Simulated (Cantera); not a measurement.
Feed: 1 mol CaO, 8.9 mol HF, 0.28 mol H₂, held at 17000 Pa.

Equilibrium computed with Cantera from the NASA thermochemical tables; the gas is ideal and each condensed phase is pure. Candidate condensed phases: Ca, CaF₂, CaO, Ca(OH)₂, H₂O; 29 gas species. Rates play no part.

### Question
At 1623 K, list the 5 most abundant gas species with their mole fractions, and the condensed phases.

### Answer
HF 0.843, H₂O 0.122, H₂ 0.0342, CaF₂ 0.000141, H 3.10e-5. Condensed: CaF₂(s).
